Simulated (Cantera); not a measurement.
# Equilibrium for silicon etching in halogen gases: Si + F2

Input: 1 mol Si, 6.7 mol F2, held at 1373.15 K and 3.40e-5 bar.

These are equilibrium values from Cantera (NASA tables, ideal gas, pure condensed phases), not measurements of a reactor. Candidate condensed phases: Si; 9 gas species. The numbers say what is thermodynamically allowed, not how fast it happens.

The x(F) is 0.904 and the x(SiF4) comes out as 0.0962. The x(F2) comes out as 1.29e-5. The gas amount comes out as 10.40 mol and the log10 activity of Si(s) (absent) comes out as -40.69.
